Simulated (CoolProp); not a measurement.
A simple Rankine cycle with n-butane: condensing at 288.15 K, boiler at 2.91 MPa, turbine inlet 423.9 K, turbine efficiency 0.65, pump efficiency 0.7, no recuperator. Each further row changes one setting.

Model: reference Helmholtz-energy equation of state, Bücker 2006, in CoolProp.

| case | thermal efficiency (%) | net work (kJ/kg) | heat in (kJ/kg) | turbine exit temperature (K) | volume ratio over the turbine |
|---|---|---|---|---|---|
| as stated | 13.5 | ? | 561 | 349.8 | 20.5 |
| turbine inlet 443.9 K | 13.6 | 84.2 | 621 | ? | 18.9 |
| condensing temperature 280.15 K | ? | ? | 580 | 345.0 | 26.9 |
| boiler pressure 2.04 MPa | 12.5 | 74.0 | 594 | 367.3 | 12.5 |
| turbine efficiency 0.55 | 11.2 | 63.0 | 561 | 356.3 | 20.9 |

Question: Complete the blanks.

Answer: 
- as stated, net work (kJ/kg): 75.7
- turbine inlet 443.9 K, turbine exit temperature (K): 375.5
- condensing temperature 280.15 K, thermal efficiency (%): 14.4
- condensing temperature 280.15 K, net work (kJ/kg): 83.7
